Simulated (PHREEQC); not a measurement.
Solution (25 °C): 93 mmol/kgw HF, 0.12 mmol/kgw KF and 9.5 mmol/kgw HCl. Closed to the air; pH follows from the charge balance.

Model: ion-association model, phreeqc.dat, run in PHREEQC.

Precipitation was switched off in this run.

### Question
Predict the pH, ionic strength.

### Answer
pH 1.85; ionic strength 0.0157 mol/kgw.

### Question
In which forms is F present?

### Answer
HF 92 %, F- 5.0 %, HF2- 3.3 % of the F.
